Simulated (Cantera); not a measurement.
Mixture: 14.5 % H2, 7.38 % O2, 78.1 % N2, equivalence ratio 0.98, at 8.40 bar, adiabatic and at constant volume. Ignition delay is the time to a rise of 400 K.

Computed with Cantera and the H2/O2 subset of GRI-Mech 3.0, which has no nitrogen chemistry. The hydrogen kinetics of GRI-Mech 3.0 are dated; newer H2 mechanisms differ, most at raised pressure.

Q: Predict: delay at 1023 K; delay at 1123 K; delay at 1223 K; delay at 1323 K; delay at 1423 K; delay at 1523 K; delay at 1623 K.

A: 
| Item | Result |
|---|---|
| delay at 1023 K | 8.63 ms |
| delay at 1123 K | 0.726 ms |
| delay at 1223 K | 27.7 µs |
| delay at 1323 K | 8.48 µs |
| delay at 1423 K | 4.89 µs |
| delay at 1523 K | 3.40 µs |
| delay at 1623 K | 2.63 µs |
